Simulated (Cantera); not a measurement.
A closed system holds: 1 mol SiCl4, 9.7 mol N2, 0.25 mol H2, equilibrated at 1625 K and 1000 Pa.

These are equilibrium values from Cantera (NASA tables, ideal gas, pure condensed phases), not measurements of a reactor. Candidate condensed phases: NH4Cl, Si, Si3N4; 28 gas species. The tables' values for SiCl3 are old estimates; treat these amounts as uncertain. Kinetics and transport are ignored.

What is the equilibrium state?


```
Property                             Result
--------------------------------  ---------
x(N2)                                 0.861
x(SiCl4)                             0.0542
x(HCl)                               0.0443
x(SiCl3)                             0.0190
x(SiCl2)                             0.0155
x(Cl)                               0.00573
x(Cl2)                              2.03e-5
x(H2)                               1.85e-5
x(SiHCl3)                           3.52e-6
gas amount                        11.26 mol
log10 activity of Si(s) (absent)      -4.38
```
